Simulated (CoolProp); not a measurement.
Isobutane at 298.15 K and 0.113 MPa is compressed adiabatically to 0.174 MPa with isentropic efficiency 0.9. Each further row changes one setting.

Values from CoolProp's reference Helmholtz-energy equation of state, Bücker 2006.

| case | work (kJ/kg) | final temperature (K) | final density (kg/m³) |
|---|---|---|---|
| as stated | … | … | … |
| efficiency 1 | … | … | … |
| efficiency 0.65 | … | … | 4.01 |

Q: Fill in the missing entries.

A: 
- as stated, work (kJ/kg): 20.1
- as stated, final temperature (K): 311.0
- as stated, final density (kg/m³): 4.07
- efficiency 1, work (kJ/kg): 18.1
- efficiency 1, final temperature (K): 309.9
- efficiency 1, final density (kg/m³): 4.09
- efficiency 0.65, work (kJ/kg): 27.9
- efficiency 0.65, final temperature (K): 315.4
